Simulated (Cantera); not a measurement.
# Moist CO burnout

An isothermal, constant-pressure homogeneous reactor starts with CO : O2 : H2O : N2 = 0.0033 : 0.088 : 0.0015 : 1 (molar parts), equivalence ratio 0.019, at 1350 K and 0.120 bar.

Computed with Cantera and GRI-Mech 3.0 (53 species, 325 reactions).

```tsv
t (s)	x CO	x O2	x H2O	x CO2	x N2O
4.00e-5	0.00302	0.0805	0.00137	4.75e-10	<1e-12
0.000132	0.00302	0.0805	0.00137	1.57e-9	<1e-12
0.000435	0.00302	0.0805	0.00137	5.20e-9	<1e-12
0.00143	0.00302	0.0805	0.00137	1.80e-8	<1e-12
0.00473	0.00302	0.0805	0.00137	8.79e-8	2.19e-12
0.0156	0.00302	0.0805	0.00137	3.34e-6	9.84e-11
0.0514	0.00122	0.0791	0.00126	0.00180	1.24e-7
0.169	2.51e-5	0.0790	0.00133	0.00300	2.41e-7
0.558	1.41e-6	0.0791	0.00136	0.00302	2.45e-7
1.84	1.41e-7	0.0791	0.00137	0.00302	1.59e-7
6.07	2.54e-8	0.0791	0.00137	0.00302	3.75e-8
20.0	1.28e-8	0.0791	0.00137	0.00302	9.02e-9
```
x: mole fraction; the columns are a selection and need not sum to one.

Equilibrium at this temperature and pressure: CO 1.25e-8, O2 0.0790, H2O 0.00137, CO2 0.00302, N2O 8.71e-9 (gas phase only).
